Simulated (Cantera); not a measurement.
## Silicon nitride deposition: SiF₄ + N₂ + H₂ + NH₃

Feed: 1 mol SiF₄, 7.8 mol N₂, 0.93 mol H₂, 46 mol NH₃, at 725 K and 0.0133 bar.

Equilibrium computed with Cantera from the NASA thermochemical tables; the gas is ideal and each condensed phase is pure. Candidate condensed phases: Si, Si₃N₄; 37 gas species. Kinetics and transport are ignored.

- x(H₂) = 0.687
- x(N₂) = 0.303
- x(SiF₄) = 0.00982
- x(NH₃) = 2.86e-5
- x(HF) = 1.87e-5
- x(SiHF₃) = 1.49e-6
- n(Si₃N₄(s)) = 0.000146 mol
- gas amount = 101.7 mol
- log10 activity of Si(s) (absent) = -10.53
